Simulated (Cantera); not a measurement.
Input (Python, Cantera) and output of one run.

```python
import numpy as np
import cantera as ct

gas_names = """
    H H2 N NH NH2 NH3 N2 N2H2 N2H4 Si SiH SiH2 SiH3 SiH4 SiN Si2 Si2N Si3
""".split()
cond_names = """
    Si(cr) Si(L) Si3N4(a)
""".split()


# ... load() reads the species with a 1 bar reference pressure and builds the phases ...
atoms = {
    'SiH4': {'Si': 1, 'H': 4},
    'NH3': {'N': 1, 'H': 3},
    'H2': {'H': 2},
    'N2': {'N': 2},
}
top_T = {'Si3N4(a)': 2400}  # K; cautious upper limits of use, not melting points


# ... equilibrate(T, P, feed) seeds the gas with the atoms and calls Mixture.equilibrate('TP', solver="vcs", rtol=1e-11, max_steps=5000) ...
results = []
T = 1950  # K
P = 68000  # Pa
for m in [0.86, 1.2, 1.6, 2.1, 2.8, 3.8, 5.2, 7, 9.4]:
    feed = {'SiH4': 1, 'NH3': 3.9, 'H2': m, 'N2': 1}  # mol
    mix = equilibrate(T, P, feed)
    results.append((T, P, feed, dict(zip(mix.species_names, mix.species_moles))))

top = {s: max(r[3][s] / sum(r[3][g] for g in gas_names) for r in results) for s in gas_names}
cols = sorted((s for s in top if top[s] > 1e-06), key=lambda s: -top[s])[:7]
seen = [c for c in cond_names if any(r[3].get(c, 0) > 1e-12 for r in results)]
print("log10 of partial pressures in bar; condensed amounts in mol")
print(f"{'n(H2)':>10s}" + "".join(f"{s[:9]:>10s}" for s in cols + seen))
for T, P, feed, n in results:
    ng = sum(n[g] for g in gas_names)
    print(f"{feed['H2']:10.4g}" + "".join(f"{np.log10(max(n[s] / ng * P / 1e5, 1e-99)):10.3f}" for s in cols)
          + "".join(f"{n.get(c, 0):10.4g}" for c in seen))
```

It prints:

```
log10 of partial pressures in bar; condensed amounts in mol
     n(H2)        H2        N2         H      SiH2        Si       SiH       NH3     Si(L)  Si3N4(a)
      0.86    -0.269    -0.850    -3.075    -4.521    -4.774    -5.025    -5.489         0     0.333
       1.2    -0.266    -0.863    -3.074    -4.509    -4.765    -5.015    -5.490         0     0.333
       1.6    -0.262    -0.879    -3.072    -4.495    -4.755    -5.003    -5.492         0     0.333
       2.1    -0.258    -0.897    -3.070    -4.479    -4.743    -4.988    -5.495         0    0.3329
       2.8    -0.253    -0.921    -3.067    -4.457    -4.727    -4.970    -5.499         0    0.3329
       3.8    -0.246    -0.953    -3.064    -4.429    -4.706    -4.945    -5.505         0    0.3328
       5.2    -0.238    -0.995    -3.060    -4.394    -4.678    -4.913    -5.514         0    0.3327
         7    -0.230    -1.043    -3.056    -4.354    -4.646    -4.877    -5.527         0    0.3326
       9.4    -0.225    -1.077    -3.053    -4.326    -4.623    -4.852    -5.536    0.2135    0.2612
```

Method: chemical equilibrium by Gibbs-energy minimisation in Cantera with the NASA 1993 tables (ideal gas, pure condensed phases). Mutual solubility and eutectic melting of coexisting phases are not modelled. Gases not in the tables: Si2H6 and higher silanes.
